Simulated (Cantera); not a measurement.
Input: 1 mol SiHCl3, 1.8 mol N2, at 973.15 K and 36000 Pa.

These are equilibrium values from Cantera (NASA tables, ideal gas, pure condensed phases), not measurements of a reactor. Candidate condensed phases: NH4Cl, Si, Si3N4; 28 gas species. N2 is the only nitrogen source here; it is nearly inert below about 1500 K, so the nitride shown seldom forms there in practice. The tables' values for SiCl3 are old estimates; treat these amounts as uncertain. Kinetics and transport are ignored.

Base state: N2 0.521, HCl 0.215, SiCl4 0.201, H2 0.0626, SiHCl3 0.000330, SiCl3 2.68e-5 (mole fractions); condensed: Si3N4(s).

Q: What changes in the equilibrium state with this change: SiHCl3 replaced by SiH4?

A: 
| species | before | after |
|---|---|---|
| H2 | 0.0626 | 0.638 |
| N2 | 0.521 | 0.362 |
| NH3 | 2.84e-6 | 7.72e-5 |
| HCl | 0.215 | 0 |
| SiCl4 | 0.201 | 0 |
| SiHCl3 | 0.000330 | 0 |
| SiCl3 | 2.68e-5 | 0 |
| Si3N4(s), mol | 0.136 | 0.333 |

Q: What changes in the equilibrium state with this change: N2 from 1.8 to 64 mol?

A: 
```
species          before     after
-------------  --------  --------
N2                0.521     0.977
HCl               0.215    0.0134
SiCl4             0.201   0.00816
H2               0.0626  0.000978
SiHCl3         0.000330   3.35e-6
SiCl3           2.68e-5   2.18e-6
Si3N4(s), mol     0.136     0.156
```
